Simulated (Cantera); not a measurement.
Charge: 1 mol BF3, 0.69 mol O2, 4.4 mol N2, equilibrated at 1875 K.

These are equilibrium values from Cantera (NASA tables, ideal gas, pure condensed phases), not measurements of a reactor. Candidate condensed phases: B, BN, B2O3; 31 gas species. The tables' values for BF2 are old estimates; treat these amounts as uncertain. Equilibrium is a limit: real reactors are often held back by kinetics, nucleation or transport.

Q: At 0.000320 bar, list the 4 most abundant gas species with their mole fractions, and the condensed phases.

A: N2 0.705, BF3 0.148, O2 0.100, F 0.0261. Condensed: gas only.
